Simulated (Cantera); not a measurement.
A closed system holds: 1 mol Si, 0.52 mol Cl₂, 1.8 mol H₂, held at 1225 K and 11.0 bar.

These are equilibrium values from Cantera (NASA tables, ideal gas, pure condensed phases), not measurements of a reactor. Candidate condensed phases: Si; 19 gas species. The tables' values for SiCl₃ are old estimates; treat these amounts as uncertain. Rates play no part.

Base state: H₂ 0.830, SiHCl₃ 0.0651, SiCl₄ 0.0642, HCl 0.0255, SiH₂Cl₂ 0.00882, SiCl₃ 0.00394, SiCl₂ 0.00192, SiH₃Cl 0.000329 (mole fractions); condensed: Si(s).

What changes in the equilibrium state with this change: Cl₂ from 0.52 to 1.9 mol?


```csv
species,before,after
H₂,0.830,0.585
SiCl₄,0.0642,0.255
SiHCl₃,0.0651,0.0995
HCl,0.0255,0.0468
SiH₃Cl,0.000329,7.44e-5
SiCl₃,0.00394,0.00718
"Si(s), mol",0.706,0
```
